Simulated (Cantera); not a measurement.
A closed system holds: 1 mol CCl4, 0.29 mol HCl, equilibrated at 3500 K and 0.00130 bar.

Cantera equilibrium calculation (NASA polynomials, part measured and part estimated; ideal gas, pure solids and liquids). Candidate condensed phases: C, C6H6, C7H8, C8H18; 91 gas species. The tables' values for CCl are old estimates; treat these amounts as uncertain. Equilibrium is a limit: real reactors are often held back by kinetics, nucleation or transport.

Base state: Cl 0.786, C 0.145, H 0.0528, C2 0.0102, C3 0.00579, HCl 0.000233, CCl 2.72e-5, C2H 1.45e-5 (mole fractions); condensed: gas only.

**Question.** What changes in the equilibrium state with this change: temperature from 3500 K to 3225 K?

**Answer.** 
```tsv
species	before	after
Cl	0.786	0.829
C	0.145	0.0693
H	0.0528	0.0549
C3	0.00579	0.0319
C2	0.0102	0.0139
C5	1.57e-6	6.49e-5
C4	4.28e-6	4.77e-5
```

**Question.** What changes in the equilibrium state with this change: temperature from 3500 K to 2750 K?

**Answer.** 
| species | before | after |
|---|---|---|
| Cl | 0.786 | 0.920 |
| H | 0.0528 | 0.0453 |
| HCl | 0.000233 | 0.0167 |
| C | 0.145 | 0.00290 |
| C2 | 0.0102 | 0.00125 |
| C3 | 0.00579 | 0.0130 |
| C2H2 (acetylene) | 9.04e-9 | 1.60e-5 |
| C5 | 1.57e-6 | 0.000104 |
| H2 | 1.04e-5 | 0.000570 |
| Cl2 | 2.01e-6 | 3.06e-5 |
| C(graphite), mol | 0 | 0.792 |
